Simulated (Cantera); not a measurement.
Tantalum, niobium, vanadium and zirconium in process gases: Ta(OEt)₅ + CO₂ + H₂

A closed system holds: 1 mol Ta(OEt)₅, 2.5 mol CO₂, 46 mol H₂, equilibrated at 2.40 bar.

Equilibrium computed with Cantera from the NASA thermochemical tables; the gas is ideal and each condensed phase is pure. Candidate condensed phases: C, C₆H₆, C₇H₈, C₈H₁₈, H₂O, Ta, TaC, Ta₂O₅; 113 gas species. The feed counts by its element totals alone. Mutual solubility and eutectic melting of coexisting phases are not modelled. TaC: taken at fixed stoichiometry. Condensed phases not in the tables: Ta₂C. Rates play no part.

```
T (K)  log p H₂  log p CO  log p H  log p CH₄  log p C₂H₂ (acetylene)  log p H₂O  log p CO₂  log p CH₃  n C(graphite)  n TaC(s)  n Ta₂O₅(s)
-----  --------  --------  -------  ---------  ----------------------  ---------  ---------  ---------  -------------  --------  ----------
1298       0.32     -0.56    -5.81      -1.46                   -5.93      -2.27      -3.39      -6.30           3.92    0.0844       0.458
1448       0.31     -0.46    -4.88      -1.86                   -5.01      -2.74      -3.88      -5.75           1.16      1.00           0
1598       0.31     -0.45    -4.12      -2.16                   -4.26      -3.20      -4.44      -5.28           1.32      1.00           0
1748       0.31     -0.46    -3.49      -2.42                   -3.64      -3.57      -4.90      -4.90           1.38      1.00           0
1898       0.31     -0.46    -2.95      -2.63                   -3.11      -3.89      -5.28      -4.59           1.39      1.00           0
2048       0.31     -0.46    -2.49      -2.81                   -2.67      -4.16      -5.60      -4.32           1.33      1.00           0
2198       0.31     -0.46    -2.10      -2.96                   -2.29      -4.39      -5.88      -4.09           1.17      1.00           0
2348       0.31     -0.46    -1.76      -3.10                   -1.96      -4.59      -6.11      -3.89          0.836      1.00           0
2498       0.30     -0.46    -1.45      -3.22                   -1.67      -4.77      -6.32      -3.72          0.231      1.00           0
```
log p: log10 of the partial pressure in bar; n: condensed amount in mol.

At 1298 K the condensed part is C(graphite) + TaC(s) + Ta₂O₅(s). From 1448 K to 2498 K the condensed part is C(graphite) + TaC(s).
